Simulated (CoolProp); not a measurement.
A single-stage vapour-compression cycle with n-pentane: evaporating at 300.15 K (dew point), condensing at 355.15 K (bubble point), superheat 0 K, subcooling 2 K, compressor efficiency 0.6, no pressure losses. Each further row changes one setting.

Computed with CoolProp (reference Helmholtz-energy equation of state, Thol 2019).

| case | cooling COP | pressure ratio | discharge temperature (K) | refrigerating effect (kJ/kg) | volumetric capacity (kJ/m³) |
|---|---|---|---|---|---|
| as stated | 2.51 | 5.26 | 358.2 | 234 | 517 |
| evaporating temperature 305.15 K | (withheld) | 4.40 | 357.3 | (withheld) | 631 |
| condensing temperature 350.15 K | 2.87 | 4.63 | 353.7 | 247 | 545 |
| subcooling 7 K | 2.65 | 5.26 | 358.2 | 247 | 545 |
| superheat 10 K | (withheld) | 5.26 | 368.8 | 252 | 535 |
| compressor efficiency 0.5 | 2.09 | 5.26 | (withheld) | 234 | 517 |

Task: What belongs in the gaps?

Result: 
- evaporating temperature 305.15 K, cooling COP: 2.89
- evaporating temperature 305.15 K, refrigerating effect (kJ/kg): 242
- superheat 10 K, cooling COP: 2.57
- compressor efficiency 0.5, discharge temperature (K): 367.2
